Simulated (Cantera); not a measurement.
A perfectly stirred reactor is fed with 34.2 % CH₄, 61.6 % H₂O, 4.11 % H₂, at 1.97 atm; it is held at 1650 K, and followed from long to short residence time.

Model: GRI-Mech 3.0 (53 species, 325 reactions), integrated in Cantera.

x: mole fraction; the columns are a selection and need not sum to one.

| τ (s) | x CH₄ | x H₂O | x H₂ | x C₂H₄ | x C₂H₆ | x HO₂ | x CO |
|---|---|---|---|---|---|---|---|
| 1.2 | 0.0466 | 0.297 | 0.503 | 0.00268 | 1.76e-5 | <1e-12 | 0.0973 |
| 0.55 | 0.0590 | 0.347 | 0.456 | 0.00336 | 2.85e-5 | <1e-12 | 0.0702 |
| 0.25 | 0.0758 | 0.399 | 0.404 | 0.00378 | 4.84e-5 | <1e-12 | 0.0453 |
| 0.12 | 0.0973 | 0.445 | 0.352 | 0.00388 | 8.34e-5 | <1e-12 | 0.0274 |
| 0.053 | ? | 0.490 | ? | 0.00379 | ? | <1e-12 | ? |
| 0.024 | ? | 0.525 | ? | 0.00379 | ? | <1e-12 | ? |
| 0.011 | 0.214 | 0.554 | 0.182 | 0.00418 | 0.000506 | <1e-12 | 0.00335 |
| 0.0051 | 0.255 | 0.577 | 0.134 | 0.00487 | 0.000794 | <1e-12 | 0.00150 |
| 0.0023 | 0.290 | 0.595 | 0.0935 | 0.00525 | 0.00111 | <1e-12 | 0.000610 |

Problem. Fill in the missing entries.

Solution. 
- 0.053, x CH₄: 0.130
- 0.053, x H₂: 0.294
- 0.053, x C₂H₆: 0.000158
- 0.053, x CO: 0.0142
- 0.024, x CH₄: 0.170
- 0.024, x H₂: 0.237
- 0.024, x C₂H₆: 0.000293
- 0.024, x CO: 0.00707
